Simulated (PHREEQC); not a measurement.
A solution holds 0.01 mol NaH2PO4 and 0.0064 mol HCl per kg of water, at 35 °C. Closed to the air; pH follows from the charge balance.

Equilibrium calculation in PHREEQC: ion-association model, phreeqc.dat.

```tsv
quantity	before	after
pH	2.52	2.26
ionic strength (mol/kgw)	0.0133	0.00695
```

Problem. Which change was made?
A. temperature from 35 to 60 °C
B. HCl from 0.0064 to 0.032 mol/kgw
C. diluted 100-fold with water
D. NaH2PO4 from 0.01 to 0.001 mol/kgw
E. HCl from 0.0064 to 0.00576 mol/kgw

Solution. D, NaH2PO4 from 0.01 to 0.001 mol/kgw

This is a speciation only: nothing precipitates in the calculation.
